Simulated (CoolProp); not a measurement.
Vapour-liquid equilibrium of R143a (1) + n-butane (2) at 476 kPa; x and y are mole fractions of (1).

Values from CoolProp's multi-fluid Helmholtz-energy mixture model, Lemmon and Jacobsen 2000 and Bücker 2006; pair parameters Bell 2016.

```json
[
 {"x": "0.05", "bubble temperature, mixture model (K)": "305.3", "bubble temperature, Raoult's law (K)": "315.1", "y, mixture model": "0.364", "y, Raoult's law": "0.202"},
 {"x": "0.125", "bubble temperature, mixture model (K)": "290.4", "bubble temperature, Raoult's law (K)": "307.1", "y, mixture model": "0.610", "y, Raoult's law": "0.415"},
 {"x": "0.2", "bubble temperature, mixture model (K)": "282.5", "bubble temperature, Raoult's law (K)": "300.4", "y, mixture model": "?", "y, Raoult's law": "0.562"},
 {"x": "0.275", "bubble temperature, mixture model (K)": "?", "bubble temperature, Raoult's law (K)": "294.8", "y, mixture model": "?", "y, Raoult's law": "0.667"},
 {"x": "0.35", "bubble temperature, mixture model (K)": "275.3", "bubble temperature, Raoult's law (K)": "289.9", "y, mixture model": "?", "y, Raoult's law": "0.745"},
 {"x": "0.425", "bubble temperature, mixture model (K)": "273.4", "bubble temperature, Raoult's law (K)": "285.7", "y, mixture model": "0.814", "y, Raoult's law": "0.804"},
 {"x": "0.5", "bubble temperature, mixture model (K)": "?", "bubble temperature, Raoult's law (K)": "282.0", "y, mixture model": "?", "y, Raoult's law": "0.850"},
 {"x": "0.575", "bubble temperature, mixture model (K)": "?", "bubble temperature, Raoult's law (K)": "278.7", "y, mixture model": "0.846", "y, Raoult's law": "0.887"},
 {"x": "0.65", "bubble temperature, mixture model (K)": "269.7", "bubble temperature, Raoult's law (K)": "275.7", "y, mixture model": "0.862", "y, Raoult's law": "0.916"},
 {"x": "0.725", "bubble temperature, mixture model (K)": "268.6", "bubble temperature, Raoult's law (K)": "273.0", "y, mixture model": "0.881", "y, Raoult's law": "0.941"},
 {"x": "0.8", "bubble temperature, mixture model (K)": "267.5", "bubble temperature, Raoult's law (K)": "270.6", "y, mixture model": "0.903", "y, Raoult's law": "0.961"},
 {"x": "0.875", "bubble temperature, mixture model (K)": "266.5", "bubble temperature, Raoult's law (K)": "268.3", "y, mixture model": "0.932", "y, Raoult's law": "0.977"},
 {"x": "0.95", "bubble temperature, mixture model (K)": "265.5", "bubble temperature, Raoult's law (K)": "266.2", "y, mixture model": "0.969", "y, Raoult's law": "0.992"}
]
```

Problem. What belongs in the gaps?

Solution. 
- 0.2, y, mixture model: 0.712
- 0.275, bubble temperature, mixture model (K): 278.0
- 0.275, y, mixture model: 0.763
- 0.35, y, mixture model: 0.793
- 0.5, bubble temperature, mixture model (K): 272.0
- 0.5, y, mixture model: 0.830
- 0.575, bubble temperature, mixture model (K): 270.8

The largest gap from Raoult's law is -17.9 K in bubble temperature, at x = 0.2. No azeotrope shows between x = 0.05 and 0.95.

The pair parameters rest on a limited set of measurements; away from them the model extrapolates. With so large a gap from Raoult's law the liquid may split in two, which this calculation doesn't test in full.
